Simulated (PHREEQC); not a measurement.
Consider water at 25 °C with 0.02 mol CuSO4, 0.24 mol MnCl2 and 0.013 mol Fe(NO3)3 per kg of water. Closed to the air; pH follows from the charge balance.

Equilibrium calculation in PHREEQC: ion-association model, phreeqc.dat.

This is a speciation only: nothing precipitates in the calculation.

Q: What pH, ionic strength does the model give?

A: pH 2.70; ionic strength 0.658 mol/kgw.

Q: In which forms is Mn present?

A: Mn+2 70 %, MnCl+ 25 %, MnSO4 3.5 %, MnCl2 1.6 % of the Mn.

Saturation is exceeded, for instance for Hematite (slow to form), Goethite (slow to form); the values hold only as long as no solid forms.
